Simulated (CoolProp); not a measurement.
Vapour-liquid equilibrium of methanol (1) + ethanol (2) at 0.00623 bar; x and y are mole fractions of (1).

Computed with CoolProp (multi-fluid Helmholtz-energy mixture model, de Reuck 1993 and Schroeder 2014; pair parameters Bell 2016).

```tsv
x	bubble temperature (°C)	y at the bubble point	dew temperature at overall composition x (°C)	liquid density (mol/L)
0.05	-13.9	0.135	-13.2	18.05
0.15	-15.9	0.339	-14.1	18.71
0.25	-17.6	0.489	-15.0	19.40
0.35	-19.1	0.606	-16.1	20.12
0.45	-20.5	0.701	-17.2	20.89
0.55	-21.7	0.780	-18.4	21.70
0.65	-22.9	0.846	-19.7	22.56
0.75	-24.0	0.901	-21.2	23.48
0.85	-25.1	0.947	-23.0	24.46
0.95	-26.1	0.984	-25.2	25.50
```

No azeotrope shows between x = 0.05 and 0.95.

Pair parameters are fitted to limited data, so mixtures are less certain than the pure fluids. The gap from Raoult's law changes sign with composition, which may be real or a fault of the pair parameters; it wasn't checked against measurements.
